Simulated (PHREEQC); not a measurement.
**Polishing slurry liquid (model solution)**

Consider water at 75 °C with 4.8 mmol/kgw H2SO4, 0.057 mmol/kgw H4SiO4 and 0.043 mmol/kgw CO2. Closed to the air; pH follows from the charge balance.

All values are PHREEQC results (ion-association model, wateq4f.dat), not measurements.

Each row changes one thing in this solution. This is a speciation only: nothing precipitates in the calculation.

```
case                                              pH  ionic strength (mol/kgw)  HSO4- (mol/kgw)  SO4-2 (mol/kgw)  HCO3- (mol/kgw)  SI of Quartz (SiO2)
----------------------------------------------  ----  ------------------------  ---------------  ---------------  ---------------  -------------------
as made                                         2.21                   0.00858          0.00291          0.00189          3.74e-9                -0.89
H2SO4 from 0.0048 to 0.00048 mol/kgw            3.08                   0.00125          9.65e-5         0.000383          2.58e-8                -0.89
diluted 5-fold with water                       2.81                   0.00229         0.000297         0.000663          2.82e-9                -1.59
diluted 100-fold with water                     4.03                  0.000141          1.43e-6                …          2.22e-9                -2.89
CO2 replaced by (NH4)2CO3 at the same molality  2.22                   0.00860          0.00290                …          3.78e-9                -0.89
CO2 from 4.3e-05 to 4.73e-05 mol/kgw            2.21                   0.00858          0.00291          0.00189          4.11e-9                -0.89
```

Question: What belongs in the gaps?

Answer: 
- diluted 100-fold with water, SO4-2 (mol/kgw): 4.66e-5
- CO2 replaced by (NH4)2CO3 at the same molality, SO4-2 (mol/kgw): 0.00190

Complexes and solids missing from the database can't appear. At this temperature some constants are extrapolated from 25 °C, and those without enthalpy data are left unchanged.
